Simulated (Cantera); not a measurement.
# Ignition delay

Mixture: 3.28 % CH4, 0.427 % H2, 17.2 % O2, 79.1 % N2, at 1000000 Pa, adiabatic and at constant volume. Ignition delay is the time to a rise of 400 K.

Detailed kinetics in Cantera: GRI-Mech 3.0 (53 species, 325 reactions).

```json
[
 {"T0 (K)": "1123", "delay (ms)": "3.34"},
 {"T0 (K)": "1173", "delay (ms)": "1.78"},
 {"T0 (K)": "1223", "delay (ms)": "1.03"},
 {"T0 (K)": "1273", "delay (ms)": "0.634"},
 {"T0 (K)": "1323", "delay (ms)": "0.401"},
 {"T0 (K)": "1373", "delay (ms)": "0.259"},
 {"T0 (K)": "1423", "delay (ms)": "0.170"},
 {"T0 (K)": "1473", "delay (ms)": "0.114"}
]
```

- apparent activation energy between 1373 and 1473 K: 140 kJ/mol
